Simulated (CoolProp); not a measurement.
CH2F2 (R32) along the isotherm 121.25 °C: density (kg/m³) from the reference equation and from simpler models built on Tc = 78.1 °C, pc = 57.83 bar, ω = 0.277; each cubic takes its own stable root.

Model: reference Helmholtz-energy equation of state, Tillner-Roth 1997, in CoolProp.

```tsv
p (bar)	phase	reference
1.83	gas	2.927
3.09	gas	4.970
5.21	gas	8.462
8.79	gas	14.52
14.8	gas	25.17
25	gas	44.84
42.2	gas	83.88
71.3	supercritical	178.0
120	supercritical	467.2
203	supercritical	697.6
343	supercritical	826.6
578	supercritical	931.5
```

Question: How far does each simpler model (van der Waals, Peng-Robinson) lie from the reference over these 12 states: mean and median of the absolute difference, and the worst?

Answer: 
- van der Waals: mean 10.2 %, median 1.3 %, worst -35.3 % at 121.25 °C and 578 bar
- Peng-Robinson: mean 4.8 %, median 0.1 %, worst -15.8 % at 121.25 °C and 203 bar
